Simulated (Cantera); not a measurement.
Input (Python, Cantera):

```python
import numpy as np
import cantera as ct

gas = ct.Solution("gri30.yaml")
gas.TPX = 1325, 500000, {'CH4': 1, 'H2': 0.066, 'O2': 2.16, 'N2': 18, 'H2O': 1.8}
reactor = ct.IdealGasConstPressureReactor(gas, energy="on", clone=False)
net = ct.ReactorNet([reactor])
net.rtol, net.atol = 1e-08, 1e-16
show = ['CH4', 'H2', 'O2', 'OH', 'CH2O']
times = np.geomspace(9e-06, 0.2, 12)

steps = ct.SolutionArray(gas, extra=["t"])
rows = []
print(f"{'t/s':>10s}{'T/K':>9s}{'P/Pa':>11s}" + "".join(f"{s:>11s}" for s in show))
for t in times:
    while net.time < t:
        t_next = net.step()
        steps.append(gas.state, t=t_next)
    rows.append([np.interp(t, steps.t, y) for y in (steps.T, steps.P, *steps(*show).X.T)])
    print(f"{t:10.3e}{rows[-1][0]:9.1f}{rows[-1][1]:11.4g}" + "".join(f"{x:11.3e}" for x in rows[-1][2:]))
rate = np.gradient(steps.T, steps.t)
print("integrator steps:", len(steps.t))
if steps.T.max() > steps.T[0] + 200:
    print(f"time of steepest temperature rise: {steps.t[rate.argmax()]:.4e} s")
gas.TPX = 1325, 500000, {'CH4': 1, 'H2': 0.066, 'O2': 2.16, 'N2': 18, 'H2O': 1.8}
gas.equilibrate("HP")
print(f"equilibrium (HP): T = {gas.T:.1f} K  " + "  ".join(f"{s} {gas[s].X[0]:.3e}" for s in show))
```

Result:

```
       t/s      T/K       P/Pa        CH4         H2         O2         OH       CH2O
 9.000e-06   1325.0      5e+05  4.343e-02  2.866e-03  9.381e-02  6.083e-10  2.687e-09
 2.236e-05   1325.0      5e+05  4.343e-02  2.866e-03  9.381e-02  1.457e-09  1.856e-08
 5.554e-05   1325.0      5e+05  4.343e-02  2.866e-03  9.381e-02  4.387e-09  1.488e-07
 1.380e-04   1325.0      5e+05  4.342e-02  2.866e-03  9.380e-02  1.798e-08  1.596e-06
 3.427e-04   1325.2      5e+05  4.337e-02  2.859e-03  9.377e-02  7.924e-08  2.192e-05
 8.512e-04   1326.9      5e+05  4.305e-02  2.843e-03  9.356e-02  1.446e-07  1.390e-04
 2.115e-03   1339.7      5e+05  4.085e-02  3.091e-03  9.195e-02  5.764e-07  6.765e-04
 5.253e-03   2214.1      5e+05  3.961e-18  1.166e-03  6.341e-03  1.896e-03  3.675e-12
 1.305e-02   2213.7      5e+05  4.024e-18  1.170e-03  6.270e-03  1.888e-03  3.698e-12
 3.241e-02   2212.9      5e+05  4.170e-18  1.179e-03  6.110e-03  1.869e-03  3.752e-12
 8.051e-02   2211.3      5e+05  4.457e-18  1.197e-03  5.818e-03  1.835e-03  3.859e-12
 2.000e-01   2209.7      5e+05  4.783e-18  1.216e-03  5.519e-03  1.799e-03  3.981e-12
integrator steps: 2034
time of steepest temperature rise: 3.1571e-03 s
equilibrium (HP): T = 2209.2 K  CH4 6.327e-18  H2 1.222e-03  O2 5.432e-03  OH 1.789e-03  CH2O 4.019e-12
```

Model: GRI-Mech 3.0 (53 species, 325 reactions), integrated in Cantera.
